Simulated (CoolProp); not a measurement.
Saturation properties of carbon dioxide (Tc = 31.0 °C, pc = 73.77 bar, ω = 0.224).

The numbers come from the reference Helmholtz-energy equation of state, Span 1996 in CoolProp.

| T (°C) | p (bar) | enthalpy of vaporisation (kJ/kg) | vapour Z | vapour viscosity (µPa s) |
|---|---|---|---|---|
| -35.65 | 11.75 | ? | 0.8584 | 12.0 |
| -32.85 | 12.96 | 309.1 | 0.8484 | 12.1 |
| -30.05 | 14.25 | 303.6 | 0.8380 | 12.3 |
| -27.25 | 15.64 | 297.9 | 0.8271 | 12.5 |
| -24.45 | 17.13 | 292.1 | 0.8157 | 12.6 |
| -21.65 | 18.71 | 286.1 | 0.8038 | 12.8 |
| -18.85 | 20.40 | 279.9 | 0.7914 | 13.0 |
| -16.05 | 22.20 | 273.4 | 0.7785 | 13.2 |
| -13.25 | ? | 266.7 | 0.7649 | 13.4 |
| -10.35 | 26.22 | 259.5 | 0.7502 | 13.6 |
| -7.55 | 28.38 | ? | 0.7354 | 13.9 |
| -4.75 | 30.67 | 244.6 | 0.7198 | 14.1 |
| -1.95 | 33.09 | 236.7 | 0.7035 | 14.4 |
| 0.85 | 35.64 | 228.3 | 0.6863 | 14.6 |
| 3.65 | 38.34 | 219.4 | 0.6682 | 15.0 |

**Question.** Complete the blanks.

**Answer.** 
- -35.65, enthalpy of vaporisation (kJ/kg): 314.4
- -13.25, p (bar): 24.12
- -7.55, enthalpy of vaporisation (kJ/kg): 252.2

Viscosity comes from a separate model (Laesecke 2017).
